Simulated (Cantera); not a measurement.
A closed system holds: 1 mol SO2, 9 mol H2O, 1.3 mol N2, held at 1723.15 K and 113 Torr.

Cantera equilibrium calculation (NASA polynomials, part measured and part estimated; ideal gas, pure solids and liquids). Candidate condensed phases: H2O, H2SO4, S; 35 gas species. Rates play no part.

Base state: H2O 0.793, N2 0.115, SO2 0.0883, H2 0.00185, O2 0.000797, OH 0.000477, NO 7.45e-5, SO 6.51e-5 (mole fractions); condensed: gas only.

What changes in the equilibrium state with this change: pressure from 113 Torr to 0.338 Torr?


```json
[
 {"species": "H2O", "before": "0.793", "after": "0.776"},
 {"species": "N2", "before": "0.115", "after": "0.114"},
 {"species": "SO2", "before": "0.0883", "after": "0.0873"},
 {"species": "H2", "before": "0.00185", "after": "0.0124"},
 {"species": "O2", "before": "0.000797", "after": "0.00564"},
 {"species": "O", "before": "4.15e-6", "after": "0.000202"},
 {"species": "H", "before": "2.03e-5", "after": "0.000959"},
 {"species": "SO3", "before": "1.35e-5", "after": "1.94e-6"}
]
```
